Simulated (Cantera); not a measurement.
Dilute partial oxidation

An isothermal, constant-pressure homogeneous reactor starts with 0.533 % CH₃OH, 0.829 % O₂, 98.6 % N₂, at 1025 K and 1.09 atm.

Model: GRI-Mech 3.0 (53 species, 325 reactions), integrated in Cantera. GRI-Mech 3.0 was tuned for natural gas; its chemistry of methanol as a main component is partial and can be far from experiment.

| t (s) | x CH₃OH | x O₂ | x NO | x CH₂ | x NO₂ | x HO₂ |
|---|---|---|---|---|---|---|
| 0.000500 | 0.00533 | 0.00829 | <1e-12 | <1e-12 | <1e-12 | 4.62e-10 |
| 0.000976 | 0.00533 | 0.00829 | <1e-12 | <1e-12 | <1e-12 | 9.45e-10 |
| 0.00191 | 0.00533 | 0.00829 | <1e-12 | <1e-12 | <1e-12 | 1.95e-9 |
| 0.00372 | 0.00533 | 0.00829 | <1e-12 | <1e-12 | <1e-12 | 4.05e-9 |
| 0.00727 | 0.00533 | 0.00829 | <1e-12 | <1e-12 | <1e-12 | 8.28e-9 |
| 0.0142 | 0.00533 | 0.00829 | <1e-12 | <1e-12 | <1e-12 | 1.66e-8 |
| 0.0277 | 0.00533 | 0.00829 | <1e-12 | <1e-12 | <1e-12 | 3.28e-8 |
| 0.0541 | 0.00533 | 0.00829 | <1e-12 | <1e-12 | <1e-12 | 6.45e-8 |
| 0.106 | 0.00533 | 0.00829 | <1e-12 | <1e-12 | <1e-12 | 1.27e-7 |
| 0.206 | 0.00533 | 0.00829 | <1e-12 | <1e-12 | <1e-12 | 2.53e-7 |
| 0.403 | 0.00532 | 0.00828 | <1e-12 | <1e-12 | <1e-12 | 5.86e-7 |
| 0.787 | 0.00481 | 0.00807 | <1e-12 | <1e-12 | <1e-12 | 1.69e-5 |
| 1.54 | <1e-12 | 0.000322 | 5.31e-8 | <1e-12 | 6.36e-10 | 1.27e-7 |
| 3.00 | <1e-12 | 0.000300 | 5.02e-8 | <1e-12 | 3.72e-9 | 4.15e-8 |
x: mole fraction; the columns are a selection and need not sum to one.

Equilibrium at this temperature and pressure: CH₃OH <1e-12, O₂ 0.000294, NO 1.72e-6, CH₂ <1e-12, NO₂ 3.06e-9, HO₂ 3.33e-12 (gas phase only).
